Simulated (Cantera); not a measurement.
A closed system holds: 1 mol Si3N4, 4 mol HCl, 39 mol N2, equilibrated at 10.0 mbar.

Method: chemical equilibrium by Gibbs-energy minimisation in Cantera with the NASA 1993 tables (ideal gas, pure condensed phases). Candidate condensed phases: NH4Cl, Si, Si3N4; 28 gas species. The tables' values for SiCl3 are old estimates; treat these amounts as uncertain. Kinetics and transport are ignored. All values below are at 1250 K.

Base state: N2 0.912, HCl 0.0693, H2 0.0119, SiCl4 0.00515, SiCl3 0.000649, SiCl2 0.000586, SiHCl3 3.14e-5 (mole fractions); condensed: Si3N4(s).

Q: What changes in the equilibrium state with this change: HCl from 4 to 60 mol?

A: 
```csv
species,before,after
HCl,0.0693,0.491
N2,0.912,0.418
H2,0.0119,0.0601
SiCl4,0.00515,0.0290
SiHCl3,3.14e-5,0.000126
SiCl3,0.000649,0.00116
SiCl2,0.000586,0.000332
"Si3N4(s), mol",0.908,0
```
